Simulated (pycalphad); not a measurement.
Ti-W solution, phase BCC_A2, at 1327 °C; mixing quantities and activities refer to the pure elements in the same phase at that temperature, stable or not.

All values are pycalphad results on the COST 507 light-alloy database (1999) (1 atm), not direct measurements. These are 1990s assessments: newer ones move some temperatures and phases.

```tsv
x(W)	ΔH mix (kJ/mol)	ΔG mix (kJ/mol)	excess S (J/mol/K)	a(Ti)	a(W)
0.02	0.28	-0.75	-0.17	0.981	0.151
0.05	0.64	-1.31	-0.43	0.956	0.325
0.1	1.12	-1.84	-0.85	0.923	0.515
0.2	1.65	-2.35	-1.66	0.882	0.682
0.3	1.72	-2.62	-2.36	0.864	0.729
0.4	…	…	-2.91	…	…
0.5	0.99	-3.02	-3.26	0.851	0.746
0.6	0.44	-3.17	-3.34	0.829	0.762
0.7	…	…	-3.11	…	…
0.8	-0.39	-3.02	-2.51	0.638	0.842
0.9	-0.41	-2.34	-1.49	0.399	0.911
0.95	-0.27	-1.61	-0.81	0.223	0.953
0.98	-0.12	-0.88	-0.34	0.0951	0.980
```

Question: Fill in the missing entries.

Answer: 
- 0.4, ΔH mix (kJ/mol): 1.46
- 0.4, ΔG mix (kJ/mol): -2.83
- 0.4, a(Ti): 0.858
- 0.4, a(W): 0.740
- 0.7, ΔH mix (kJ/mol): -0.06
- 0.7, ΔG mix (kJ/mol): -3.21
- 0.7, a(Ti): 0.768
- 0.7, a(W): 0.793

BCC_A2 is bcc.
